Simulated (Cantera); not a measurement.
Charge: 1 mol HMDSO, 26 mol CO2, equilibrated at 0.200 bar.

These are equilibrium values from Cantera (NASA tables, ideal gas, pure condensed phases), not measurements of a reactor. Candidate condensed phases: C, C6H6, C7H8, C8H18, H2O, Si, SiC, SiO2; 123 gas species. The feed counts by its element totals alone. The tables hold silica as quartz up to 1696 K and as liquid above; real silica turns to tridymite and cristobalite and melts near 1996 K. Gases not in the tables: Si(OH)4. Kinetics and transport are ignored. All values below are at 1075 °C.

Base state: CO 0.485, CO2 0.295, H2O 0.119, H2 0.100 (mole fractions); condensed: SiO2(β-quartz).

What changes in the equilibrium state with this change: CO2 from 26 to 2.3 mol?


```
species               before     after
-------------------  -------  --------
H2                     0.100     0.848
CO                     0.485     0.151
CH4                  5.57e-9  0.000839
CO2                    0.295   1.36e-5
H2O                    0.119  0.000149
SiO2(β-quartz), mol     2.00      2.00
C(graphite), mol           0      6.69
```
